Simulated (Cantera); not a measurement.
A perfectly stirred reactor is fed with CH4 : C2H6 : O2 : N2 = 1 : 0.4 : 3.4 : 32 (molar parts), equivalence ratio 1.0, at 1650 Torr; it is adiabatic with a 473 K inlet, and is followed from long to short residence time, starting on the burning branch (τ in s: 0.31, 0.11, 0.038, 0.013, 0.0047, 0.0017, 0.00058, 0.00021, 7.2e-05, 2.5e-05).

Cantera simulation using GRI-Mech 3.0 (53 species, 325 reactions); the numbers are that mechanism's predictions, not measurements.

Question: What does this change do: inlet temperature 473 to 775 K?

Answer: 
| quantity | before | after |
|---|---|---|
| blow-out, bracketed by the residence times tried | burning at 13.0 ms, out at 4.70 ms | burning at 0.580 ms, out at 0.210 ms |
| x(CH4) at τ = 0.310 s | 7.31e-6 | 2.68e-6 |
| x(C2H6) at τ = 0.310 s | 5.41e-7 | 1.64e-7 |
| x(O2) at τ = 0.310 s | 0.00101 | 0.00126 |
| x(CH2O) at τ = 0.310 s | 9.18e-7 | 4.53e-7 |
| x(C2H) at τ = 0.310 s | 6.69e-10 | 8.65e-10 |
| x(CH4) at τ = 1.70 ms | 0.0272 | 8.43e-5 |
| x(C2H6) at τ = 1.70 ms | 0.0109 | 7.18e-6 |
| x(O2) at τ = 1.70 ms | 0.0924 | 0.00609 |
| x(CH2O) at τ = 1.70 ms | <1e-12 | 1.13e-5 |
| x(C2H) at τ = 1.70 ms | <1e-12 | 1.12e-8 |

Question: What does this change do: O2 3.4 to 2.3 parts?

Answer: 
```tsv
quantity	before	after
blow-out, bracketed by the residence times tried	burning at 13.0 ms, out at 4.70 ms	burning at 0.310 s, out at 0.110 s
x(CH4) at τ = 0.310 s	7.31e-6	0.00779
x(C2H6) at τ = 0.310 s	5.41e-7	0.000688
x(O2) at τ = 0.310 s	0.00101	0.0115
x(CH2O) at τ = 0.310 s	9.18e-7	0.000350
x(C2H) at τ = 0.310 s	6.69e-10	<1e-12
x(CH4) at τ = 1.70 ms	0.0272	0.0280
x(C2H6) at τ = 1.70 ms	0.0109	0.0112
x(O2) at τ = 1.70 ms	0.0924	0.0644
x(CH2O) at τ = 1.70 ms	<1e-12	<1e-12
x(C2H) at τ = 1.70 ms	<1e-12	<1e-12
```
